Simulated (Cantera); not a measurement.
Input: 1 mol Mg(OH)₂, 1 mol C, 2.1 mol H₂, equilibrated at 0.133 bar.

Points: T (K) = 875, 925, 975, 1025, 1075, 1125, 1175, 1225.

Cantera's Mixture.equilibrate('TP', solver="vcs", rtol=1e-11, max_steps=5000) on the NASA tables stopped like this:

```
ERROR: FAILURE its = 5001!

*******************************************************************************
CanteraError thrown by MultiPhase::equilibrate:
VCS solver failed. Return code: -1
*******************************************************************************
```

Task: What got this run through?

Result: This is not unique; one that fits is The failure is numerical, not chemical. The same input converged with solver="gibbs", rtol=1e-10, max_steps=50000, and the result passed a check of the equilibrium conditions:
```
log10 of partial pressures in bar; condensed amounts in mol
       T/K        H2        CO       H2O       CO2       CH4     C(gr)    MgO(s)
       875    -1.013    -1.699    -2.102    -2.367    -2.386    0.2218         1
       925    -1.006    -1.578    -2.411    -2.678    -2.656    0.1092         1
       975    -1.002    -1.524    -2.747    -3.065    -2.905    0.0421         1
      1025    -1.000    -1.502    -3.079    -3.468    -3.134   0.01336         1
      1075    -0.999    -1.494    -3.391    -3.854    -3.344  0.002837         1
      1125    -0.998    -1.491    -3.664    -4.198    -3.552         0         1
      1175    -0.997    -1.489    -3.879    -4.478    -3.781         0         1
      1225    -0.997    -1.489    -4.077    -4.736    -3.991         0         1
```

The gas is ideal and each condensed phase is pure.
